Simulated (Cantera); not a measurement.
An adiabatic, constant-volume homogeneous reactor starts with 5.95 % CH4, 1.13 % H2, 14.0 % O2, 76.7 % N2, 2.26 % CO2, at 1050 K and 9.87 atm.

Detailed kinetics in Cantera: GRI-Mech 3.0 (53 species, 325 reactions).

Question: Predict: time of steepest temperature rise; temperature at 0.900 s; equilibrium temperature; x(H2) at 0.900 s; x(O2) at 0.900 s; x(CO2) at 0.900 s; x(H2O2) at 0.900 s.

Answer: 
- time of steepest temperature rise: 7.40 ms
- temperature at 0.900 s: 2568 K
- equilibrium temperature: 2568 K
- x(H2) at 0.900 s: 0.00174 (gas-phase equilibrium 0.00174)
- x(O2) at 0.900 s: 0.0146 (gas-phase equilibrium 0.0146)
- x(CO2) at 0.900 s: 0.0754 (gas-phase equilibrium 0.0754)
- x(H2O2) at 0.900 s: 6.12e-7 (gas-phase equilibrium 6.12e-7)
